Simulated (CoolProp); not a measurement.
500 sccm (0 °C, 1 atm) of nitrogen bubbles through liquid octamethylcyclotetrasiloxane (D4) at 361.6 K and leaves saturated at a total pressure of 0.0816 MPa (ideal gas phase). Each further row changes one setting.

The numbers come from the reference Helmholtz-energy equation of state, Thol 2015 in CoolProp.

```tsv
case	vapour pressure (kPa)	mole fraction of vapour	delivery (mg/min)	delivery (sccm)	change of delivery for a bath 1 K warmer (%)
as stated	5.32	0.0652	462	34.9	4.9
bath temperature 366.6 K	6.63	0.0813	585	44.2	4.8
total pressure 0.163 MPa	5.32	0.0327	223	16.9	4.7
```
